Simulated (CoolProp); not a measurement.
C2F6 (R116) at 307.11 K and 1.45 MPa is throttled through a valve to 0.665 MPa with no heat exchange. Each further row changes one setting.

Computed with CoolProp (reference Helmholtz-energy equation of state, Lemmon 2006). It is a short technical equation, of lower accuracy than the large ones.

```csv
case,temperature change (K),final density (kg/m³)
as stated,-7.0,39.6
outlet pressure 0.2 MPa,-11.1,11.5
outlet pressure 0.865 MPa,-5.3,52.3
```
